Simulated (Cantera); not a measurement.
Feed: 1 mol Fe2O3, 2.1 mol C, 1.4 mol CO, held at 2300 °C and 1800 Pa.

Cantera equilibrium calculation (NASA polynomials, part measured and part estimated; ideal gas, pure solids and liquids). Candidate condensed phases: C, Fe, Fe(CO)5, FeO, Fe2O3, Fe3O4; 15 gas species. The numbers say what is thermodynamically allowed, not how fast it happens.

Base state: CO 0.516, Fe 0.331, CO2 0.108, FeO 0.0255, O 0.0128, O2 0.00702 (mole fractions); condensed: gas only.

Q: What changes in the equilibrium state with this change: CO from 1.4 to 0.24 mol?

A: 
| species | before | after |
|---|---|---|
| CO | 0.516 | 0.407 |
| Fe | 0.331 | 0.405 |
| CO2 | 0.108 | 0.116 |
| FeO | 0.0255 | 0.0422 |
| O2 | 0.00702 | 0.0129 |
| O | 0.0128 | 0.0174 |
